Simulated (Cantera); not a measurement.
A closed system holds: 1 mol SrCl2, 0.1 mol O2, 4.2 mol H2, at 1648 K and 21.0 Pa.

These are equilibrium values from Cantera (NASA tables, ideal gas, pure condensed phases), not measurements of a reactor. Candidate condensed phases: H2O, Sr, SrCl2, SrO, Sr(OH)2; 20 gas species. Condensed phases not in the tables: oxide chlorides. Equilibrium is a limit: real reactors are often held back by kinetics, nucleation or transport.

Base state: H2 0.762, SrCl2 0.181, H2O 0.0305, HCl 0.0185, H 0.00536, SrCl 0.00252, Sr 0.000269, Cl 0.000102 (mole fractions); condensed: SrO(s).

Task: What changes in the equilibrium state with this change: O2 from 0.1 to 0.47 mol?

Result: 
```json
[
 {"species": "H2", "before": "0.762", "after": "0.622"},
 {"species": "SrCl2", "before": "0.181", "after": "0.170"},
 {"species": "H2O", "before": "0.0305", "after": "0.160"},
 {"species": "HCl", "before": "0.0185", "after": "0.0412"},
 {"species": "Sr", "before": "0.000269", "after": "4.19e-5"},
 {"species": "OH", "before": "9.64e-6", "after": "5.60e-5"},
 {"species": "SrO(s), mol", "before": "0.0406", "after": "0.105"}
]
```
